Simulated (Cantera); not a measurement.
Cantera run:

```python
import numpy as np
import cantera as ct

gas_names = """
    C CO COS CO2 CS CS2 C2 C2O C3 C3O2 C4 C5 O O2 O3 S SO SO2 SO3 S2 S2O S8
""".split()
cond_names = """
    C(gr) S(cr1) S(cr2) S(L)
""".split()


# ... load() reads the species with a 1 bar reference pressure and builds the phases ...
atoms = {
    'CO2': {'C': 1, 'O': 2},
    'SO2': {'S': 1, 'O': 2},
    'O2': {'O': 2},
}
top_T = {'C(gr)': 4500}  # K; cautious upper limits of use, not melting points


# ... equilibrate(T, P, feed) seeds the gas with the atoms and calls Mixture.equilibrate('TP', solver="vcs", rtol=1e-11, max_steps=5000) ...
results = []
feed = {'CO2': 1, 'SO2': 0.29, 'O2': 8.4}  # mol
T = 1148.15  # K
P = 52000  # Pa
mix = equilibrate(T, P, feed)
results.append((T, P, feed, dict(zip(mix.species_names, mix.species_moles))))
x = sorted(zip(gas.X, gas.species_names), reverse=True)
print(f"T = {T:g} K  P = {P:g} Pa  gas = {mix.phase_moles(0):.4g} mol")
print("   x: " + "  ".join(f"{s} {v:.3e}" for v, s in x if v > 1e-06))
print("   condensed (mol): " + ("  ".join(f"{mix.phase(i).name} {mix.phase_moles(i):.4g}"
      for i in range(1, mix.n_phases) if mix.phase_moles(i) > 1e-12) or "none"))
```

Output:

```
T = 1148.15 K  P = 52000 Pa  gas = 9.659 mol
   x: O2 8.665e-01  CO2 1.035e-01  SO2 2.368e-02  SO3 6.338e-03
   condensed (mol): none
```

Equilibrium computed with Cantera from the NASA thermochemical tables; the gas is ideal and each condensed phase is pure.
